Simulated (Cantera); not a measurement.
Feed: 1 mol HMDSO, a varied amount of O₂, equilibrated at 1550 K and 42.8 Torr.

Cantera equilibrium calculation (NASA polynomials, part measured and part estimated; ideal gas, pure solids and liquids). Candidate condensed phases: C, C₆H₆, C₇H₈, C₈H₁₈, H₂O, Si, SiC, SiO₂; 123 gas species. The feed counts by its element totals alone. Mutual solubility and eutectic melting of coexisting phases are not modelled. The tables hold silica as quartz up to 1696 K and as liquid above; real silica turns to tridymite and cristobalite and melts near 1996 K. Rates play no part.

At 4.3 mol O₂, list the 6 most abundant gas species with their mole fractions, and the condensed phases.

H₂ 0.603, CO 0.394, SiO 0.00266, H 0.000102, H₂O 2.75e-5, CH₄ 2.51e-5. Condensed: SiC(s) + SiO₂(β-quartz).
